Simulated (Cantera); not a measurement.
A perfectly stirred reactor is fed with NO : N₂ = 1 : 2.7 (molar parts), at 0.350 bar; it is held at 2200 K, and followed from long to short residence time.

Detailed kinetics in Cantera: GRI-Mech 3.0 (53 species, 325 reactions).

Question: What does this change do: temperature 2200 to 1525 K?

Answer: 
```json
[
 {"quantity": "x(NO) at τ = 0.460 s", "before": "0.108", "after": "0.270"},
 {"quantity": "x(NO₂) at τ = 0.460 s", "before": "5.06e-5", "after": "5.83e-5"},
 {"quantity": "x(O) at τ = 0.460 s", "before": "0.00133", "after": "3.76e-7"},
 {"quantity": "x(N₂O) at τ = 0.460 s", "before": "5.30e-6", "after": "2.09e-5"},
 {"quantity": "x(O₂) at τ = 0.460 s", "before": "0.0803", "after": "0.000109"},
 {"quantity": "x(NO) at τ = 7.00 ms", "before": "0.267", "after": "0.270"},
 {"quantity": "x(NO₂) at τ = 7.00 ms", "before": "3.18e-5", "after": "2.36e-6"},
 {"quantity": "x(O) at τ = 7.00 ms", "before": "0.000371", "after": "6.11e-8"},
 {"quantity": "x(N₂O) at τ = 7.00 ms", "before": "3.43e-5", "after": "2.07e-6"},
 {"quantity": "x(O₂) at τ = 7.00 ms", "before": "0.00140", "after": "1.49e-8"}
]
```

Question: What does this change do: pressure from 0.350 bar to 1.01 bar?

Answer: 
```csv
quantity,before,after
x(NO) at τ = 0.460 s,0.108,0.0753
x(NO₂) at τ = 0.460 s,5.06e-5,6.58e-5
x(O) at τ = 0.460 s,0.00133,0.000850
x(N₂O) at τ = 0.460 s,5.30e-6,3.17e-6
x(O₂) at τ = 0.460 s,0.0803,0.0970
x(NO) at τ = 7.00 ms,0.267,0.262
x(NO₂) at τ = 7.00 ms,3.18e-5,6.93e-5
x(O) at τ = 7.00 ms,0.000371,0.000272
x(N₂O) at τ = 7.00 ms,3.43e-5,3.56e-5
x(O₂) at τ = 7.00 ms,0.00140,0.00372
```
